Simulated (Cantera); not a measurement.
Equilibrium for metals in furnace atmospheres: Cu + NH3 + N2

Charge: 1 mol Cu, 1.1 mol NH3, a varied amount of N2, equilibrated at 1000 Pa.

Method: chemical equilibrium by Gibbs-energy minimisation in Cantera with the NASA 1993 tables (ideal gas, pure condensed phases). Candidate condensed phases: Cu; 11 gas species. Rates play no part.

Q: Map the stable condensed phases over T = 875, 925, 975, 1025, 1075, 1125, 1175, 1225, 1275, 1325, 1375, 1425, 1475 °C and n(N2) in mol = 12, 14, 18, 21, 26, 32, 38, 46, 56, 69, 83.

A: 
```
T in °C \ n(N2) in mol
         12 14 18 21 26 32 38 46 56 69 83
   1475   A  A  A  A  A  B  B  B  B  B  B
   1425   A  A  A  A  A  A  A  A  A  B  B
   1375   A  A  A  A  A  A  A  A  A  A  A
   1325   A  A  A  A  A  A  A  A  A  A  A
   1275   A  A  A  A  A  A  A  A  A  A  A
   1225   A  A  A  A  A  A  A  A  A  A  A
   1175   A  A  A  A  A  A  A  A  A  A  A
   1125   A  A  A  A  A  A  A  A  A  A  A
   1075   A  A  A  A  A  A  A  A  A  A  A
   1025   A  A  A  A  A  A  A  A  A  A  A
    975   A  A  A  A  A  A  A  A  A  A  A
    925   A  A  A  A  A  A  A  A  A  A  A
    875   A  A  A  A  A  A  A  A  A  A  A
```
A: Cu; B: gas only.
